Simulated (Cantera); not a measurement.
Input: 1 mol FeS2, 2.6 mol SO3, 0.12 mol O2, held at 1100 °C and 0.190 bar.

Method: chemical equilibrium by Gibbs-energy minimisation in Cantera with the NASA 1993 tables (ideal gas, pure condensed phases). Candidate condensed phases: Fe, FeO, FeS, FeSO4, FeS2, Fe2O3, Fe2(SO4)3, Fe3O4, S; 12 gas species. Metal and sulfide melt together well below either melting point, which pure phases cannot show. Mutual solubility and eutectic melting of coexisting phases are not modelled. The tables' stoichiometric FeO is somewhat more stable than real wüstite, so its field is too wide. FeO, FeS: taken at fixed stoichiometry. The numbers say what is thermodynamically allowed, not how fast it happens.

Base state: SO2 0.878, S2 0.113, S2O 0.00621, SO 0.00288 (mole fractions); condensed: FeO(s) + FeS(s).

Task: What changes in the equilibrium state with this change: temperature from 1100 °C to 1527 °C?

Result: 
```csv
species,before,after
SO2,0.878,0.840
S2,0.113,0.119
SO,0.00288,0.0353
S,6.29e-6,0.000587
S2O,0.00621,0.00579
"FeO(s), mol",0.918,0
"FeS(s), mol",0.0815,0
"FeO(l), mol",0,1.000
```
FeO: taken at fixed stoichiometry.

Task: What changes in the equilibrium state with this change: temperature from 1100 °C to 1425 °C?

Result: 
```tsv
species	before	after
SO2	0.878	0.849
S2	0.113	0.122
SO	0.00288	0.0220
S	6.29e-6	0.000249
S2O	0.00621	0.00606
FeO(s), mol	0.918	0
FeS(s), mol	0.0815	0
FeO(l), mol	0	1.000
```
FeO: taken at fixed stoichiometry.
